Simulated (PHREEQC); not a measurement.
Dissolve 0.0056 mol/kgw HNO3 and 0.0014 mol/kgw CuSO4 at 25 °C. Closed to the air; pH follows from the charge balance.

Equilibrium calculation in PHREEQC: ion-association model, wateq4f.dat.

```json
[
 {"quantity": "pH", "before": "2.32", "after": "2.14"},
 {"quantity": "ionic strength (mol/kgw)", "before": "0.0101", "after": "0.00883"},
 {"quantity": "SO4-2 (mol/kgw)", "before": "0.000957", "after": "0.000915"},
 {"quantity": "HSO4- (mol/kgw)", "before": "0.000331", "after": "0.000485"}
]
```

Problem. Name the change that produced these shifts.
A) CuSO4 replaced by H2SO4 at the same molality
B) HNO3 replaced by Pb(NO3)2 at the same molality
C) HNO3 from 0.0056 to 0.00504 mol/kgw
D) diluted 10-fold with water

Solution. A, CuSO4 replaced by H2SO4 at the same molality

This is a speciation only: nothing precipitates in the calculation.
